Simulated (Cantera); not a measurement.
A Cantera script and what it prints.

```python
import numpy as np
import cantera as ct

gas_names = [...]  # 113 gases of nasa_gas.yaml made of C, H, O, Ti
cond_names = """
    C(gr) C6H6(L) C7H8(L) C8H18(L),n-octa H2O(s) H2O(L) Ti(a) Ti(b) Ti(L) TiC(s) TiC(L) TiO(a) TiO(b)
    TiO(L) TiO2(ru) TiO2(L) Ti2O3(a) Ti2O3(b) Ti2O3(L) Ti3O5(a) Ti3O5(b) Ti3O5(L) Ti4O7(s) Ti4O7(L)
""".split()


# ... load() reads the species with a 1 bar reference pressure and builds the phases ...
atoms = {
    'Ti(OiPr)4': {'Ti': 1, 'C': 12, 'H': 28, 'O': 4},
    'O2': {'O': 2},
}
top_T = {'C(gr)': 4500}  # K; cautious upper limits of use, not melting points


# ... equilibrate(T, P, feed) seeds the gas with the atoms and calls Mixture.equilibrate('TP', solver="vcs", rtol=1e-11, max_steps=5000) ...
results = []
feed = {'Ti(OiPr)4': 1, 'O2': 0.079}  # mol
T = 1048.15  # K
P = 740  # Pa
mix = equilibrate(T, P, feed)
results.append((T, P, feed, dict(zip(mix.species_names, mix.species_moles))))
print(gas.report(threshold=0.0001))
for i in range(1, mix.n_phases):
    print(f"{mix.phase(i).name:16s} {mix.phase_moles(i):12.5e} mol")
```

It prints:

```
       temperature   1048.2 K
          pressure   740 Pa
           density   0.00046635 kg/m^3
  mean mol. weight   5.4921 kg/kmol
   phase of matter   gas

                          1 kg             1 kmol
                     ---------------   ---------------
          enthalpy         1.363e+06        7.4859e+06  J
   internal energy       -2.2376e+05       -1.2289e+06  J
           entropy             40227        2.2093e+05  J/K
    Gibbs function       -4.0801e+07       -2.2408e+08  J
 heat capacity c_p            5609.9             30810  J/K
 heat capacity c_v              4096             22496  J/K

                      mass frac. Y      mole frac. X     chem. pot. / RT
                     ---------------   ---------------   ---------------
               CH4        0.00094526         0.0003236           -46.938
                CO           0.68038           0.13341           -45.328
                H2           0.31792           0.86608           -22.674
               H2O        0.00052319         0.0001595           -66.412
     [ +109 minor]        0.00023356        2.9233e-05

C(gr)             9.83982e+00 mol
Ti(a)             0.00000e+00 mol
TiC(s)            0.00000e+00 mol
TiO(a)            0.00000e+00 mol
TiO2(ru)          1.00000e+00 mol
Ti2O3(b)          0.00000e+00 mol
Ti3O5(b)          0.00000e+00 mol
Ti4O7(s)          0.00000e+00 mol
```

These are equilibrium values from Cantera (NASA tables, ideal gas, pure condensed phases), not measurements of a reactor. The feed counts by its element totals alone.
